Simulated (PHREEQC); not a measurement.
Make-up at 25 °C: 180 mmol/kgw MgSO4, 17 mmol/kgw Na2SO4 and 0.48 mmol/kgw NaCl. Closed to the air; pH follows from the charge balance.

Computed with PHREEQC (ion-association model, phreeqc.dat).

Problem. The ionic strength comes out as 0.344 mol/kgw. What activity coefficients do Cl-, SO4-2, Na+, Mg+2, NaSO4- get?

Solution. Cl- 0.68, SO4-2 0.24, Na+ 0.73, Mg+2 0.31, NaSO4- 0.71.

This is a speciation only: nothing precipitates in the calculation. Complexes and solids missing from the database can't appear.
